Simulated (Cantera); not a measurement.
What does this Cantera script print?

```python
import numpy as np
import cantera as ct

gas_names = """
    Ca HCL H
""".split()
cond_names = """
    CaCL2(s) CaCL2(L) Ca(a) Ca(b) Ca(L)
""".split()


# ... load() reads the species with a 1 bar reference pressure and builds the phases ...
species = {s.name: s for s in load("nasa_gas.yaml", gas_names) + load("nasa_condensed.yaml", cond_names)}
# Each term lists the table entries of one substance; the one whose range holds T is used.
reactions = {
    'Ca(g) + 2 HCl(g) = 2 H(g) + CaCl2':
        [(-1, ['Ca']), (-2, ['HCL']), (2, ['H']), (1, ['CaCL2(s)', 'CaCL2(L)'])],
    '2 H(g) + CaCl2 = Ca + 2 HCl(g)':
        [(-2, ['H']), (-1, ['CaCL2(s)', 'CaCL2(L)']), (1, ['Ca(a)', 'Ca(b)', 'Ca(L)']), (2, ['HCL'])],
}


def pick(names, T):
    return next(species[n] for n in names if species[n].thermo.min_temp <= T <= species[n].thermo.max_temp)


results = []
for label, terms in reactions.items():
    print(label)
    print("     T/K   dH/kJ  dS/(J/K)   dG/kJ   log10 K")
    for T in [1823, 1873, 1923, 1973, 2023, 2073, 2123, 2173, 2223]:
        used = [(nu, pick(names, T)) for nu, names in terms]
        dH = sum(nu * s.thermo.h(T) for nu, s in used) / 1e6
        dS = sum(nu * s.thermo.s(T) for nu, s in used) / 1e3
        dG = dH - T * dS / 1e3
        logK = -dG * 1e6 / (ct.gas_constant * T * np.log(10))
        results.append((label, T, dH, dS, dG, logK, [s.name for _, s in used]))
        print(f"{T:8g} {dH:8.1f} {dS:8.1f} {dG:8.1f} {logK:8.2f}")
```

It prints:

```
Ca(g) + 2 HCl(g) = 2 H(g) + CaCl2
     T/K   dH/kJ  dS/(J/K)   dG/kJ   log10 K
    1823   -250.9    -86.5    -93.2     2.67
    1873   -248.3    -85.1    -88.9     2.48
    1923   -245.6    -83.7    -84.7     2.30
    1973   -243.0    -82.3    -80.6     2.13
    2023   -240.4    -81.0    -76.5     1.98
    2073   -237.8    -79.8    -72.5     1.83
    2123   -235.3    -78.5    -68.5     1.69
    2173   -232.7    -77.3    -64.6     1.55
    2223   -230.1    -76.2    -60.8     1.43
2 H(g) + CaCl2 = Ca + 2 HCl(g)
     T/K   dH/kJ  dS/(J/K)   dG/kJ   log10 K
    1823    102.5      3.0     97.0    -2.78
    1873    100.8      2.1     96.9    -2.70
    1923     99.0      1.1     96.8    -2.63
    1973     97.2      0.2     96.8    -2.56
    2023     95.5     -0.6     96.8    -2.50
    2073     93.8     -1.5     96.8    -2.44
    2123     92.0     -2.3     96.9    -2.38
    2173     90.3     -3.1     97.1    -2.33
    2223     88.6     -3.9     97.2    -2.28
```

Cantera with NASA thermochemical tables; ideal gases at 1 bar, condensed phases pure. Condensed species are held in their standard states even where they would react or evaporate.
